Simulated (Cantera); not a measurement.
An adiabatic, constant-volume homogeneous reactor starts with CH4 : O2 : N2 = 1 : 3.39 : 12.7 (molar parts), at 1350 K and 18.0 bar. Integrator tolerance rtol = 1e-08.

Computed with Cantera and GRI-Mech 3.0 (53 species, 325 reactions). The pressure lies above the range GRI-Mech 3.0 was tuned for (to about 10 atm).

**Question.** What does this change do: constant pressure in place of constant volume?

**Answer.** 
| quantity | before | after |
|---|---|---|
| time of steepest temperature rise | 0.363 ms | 0.384 ms |
| temperature at 0.100 s | 2714 K | 2481 K |
| equilibrium temperature | 2714 K | 2481 K |
| x(CH4) at 0.100 s | <1e-12 (gas-phase equilibrium <1e-12) | <1e-12 (gas-phase equilibrium <1e-12) |
| x(O2) at 0.100 s | 0.0710 (gas-phase equilibrium 0.0710) | 0.0740 (gas-phase equilibrium 0.0740) |
| x(CH2) at 0.100 s | <1e-12 (gas-phase equilibrium <1e-12) | <1e-12 (gas-phase equilibrium <1e-12) |
| x(CH2O) at 0.100 s | 5.58e-11 (gas-phase equilibrium 5.58e-11) | 6.33e-12 (gas-phase equilibrium 6.33e-12) |
| x(HCO) at 0.100 s | 4.50e-9 (gas-phase equilibrium 4.50e-9) | 5.47e-10 (gas-phase equilibrium 5.47e-10) |
| x(C2H6) at 0.100 s | <1e-12 (gas-phase equilibrium <1e-12) | <1e-12 (gas-phase equilibrium <1e-12) |

**Question.** What does this change do: O2 3.39 to 4.5 parts?

**Answer.** 
| quantity | before | after |
|---|---|---|
| time of steepest temperature rise | 0.363 ms | 0.266 ms |
| temperature at 0.100 s | 2714 K | 2643 K |
| equilibrium temperature | 2714 K | 2643 K |
| x(CH4) at 0.100 s | <1e-12 (gas-phase equilibrium <1e-12) | <1e-12 (gas-phase equilibrium <1e-12) |
| x(O2) at 0.100 s | 0.0710 (gas-phase equilibrium 0.0710) | 0.125 (gas-phase equilibrium 0.125) |
| x(CH2) at 0.100 s | <1e-12 (gas-phase equilibrium <1e-12) | <1e-12 (gas-phase equilibrium <1e-12) |
| x(CH2O) at 0.100 s | 5.58e-11 (gas-phase equilibrium 5.58e-11) | 1.55e-11 (gas-phase equilibrium 1.55e-11) |
| x(HCO) at 0.100 s | 4.50e-9 (gas-phase equilibrium 4.50e-9) | 1.45e-9 (gas-phase equilibrium 1.45e-9) |
| x(C2H6) at 0.100 s | <1e-12 (gas-phase equilibrium <1e-12) | <1e-12 (gas-phase equilibrium <1e-12) |
